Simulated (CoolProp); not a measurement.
Vapour-liquid equilibrium of R1234ze(E) (1) + R227EA (2) at -24.05 °C; x and y are mole fractions of (1).

Values from CoolProp's multi-fluid Helmholtz-energy mixture model, Thol 2016 and Lemmon 2016; pair parameters Bell 2023.

```tsv
x	bubble pressure, mixture model (MPa)	bubble pressure, Raoult's law (MPa)	y, mixture model	y, Raoult's law
0.05	0.07246	0.07218	0.059	0.056
0.125	0.07352	0.07286	0.145	0.139
0.2	…	0.07354	…	0.220
0.275	0.07549	0.07422	0.307	0.299
0.35	0.07638	0.07490	0.384	0.378
0.425	0.07720	0.07558	0.458	0.454
0.5	…	0.07626	0.530	0.530
0.575	0.07862	0.07694	0.601	0.604
0.65	0.07921	0.07762	0.671	0.677
0.725	0.07972	0.07831	0.740	0.748
0.8	…	0.07899	0.810	0.818
0.875	0.08047	0.07967	0.880	0.887
0.95	…	0.08035	0.951	0.955
```

Question: Some entries are withheld; supply them.

Answer: 
- 0.2, bubble pressure, mixture model (MPa): 0.07454
- 0.2, y, mixture model: 0.227
- 0.5, bubble pressure, mixture model (MPa): 0.07795
- 0.8, bubble pressure, mixture model (MPa): 0.08014
- 0.95, bubble pressure, mixture model (MPa): 0.08070

The largest gap from Raoult's law is +2.2 % in bubble pressure, at x = 0.5. No azeotrope shows between x = 0.05 and 0.95.

The pair parameters rest on a limited set of measurements; away from them the model extrapolates.
